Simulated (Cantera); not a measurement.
Feed: 1 mol Al(CH₃)₃, 0.22 mol H₂O, 1.8 mol N₂, held at 10.0 mbar.

Method: chemical equilibrium by Gibbs-energy minimisation in Cantera with the NASA 1993 tables (ideal gas, pure condensed phases). Candidate condensed phases: Al, AlN, Al₂O₃, C, C₆H₆, C₇H₈, C₈H₁₈, H₂O; 148 gas species. The feed counts by its element totals alone. Kinetics and transport are ignored. All values below are at 1848 K.

Base state: H₂ 0.748, N₂ 0.207, CO 0.0351, H 0.00459, HCN 0.00303, Al 0.00198, C₂H₂ (acetylene) 0.000193, HNC 0.000128 (mole fractions); condensed: AlN(s) + C(graphite).

What changes in the equilibrium state with this change: pressure from 10.0 mbar to 29.0 mbar?


| species | before | after |
|---|---|---|
| H₂ | 0.748 | 0.752 |
| N₂ | 0.207 | 0.207 |
| CO | 0.0351 | 0.0352 |
| H | 0.00459 | 0.00270 |
| Al | 0.00198 | 0.000402 |
| CH₄ | 3.69e-6 | 1.08e-5 |
| AlH | 6.88e-5 | 2.38e-5 |
| C₂H₂ (acetylene) | 0.000193 | 0.000194 |
| HCN | 0.00303 | 0.00304 |
| AlN(s), mol | 0.987 | 0.997 |
| C(graphite), mol | 2.76 | 2.76 |
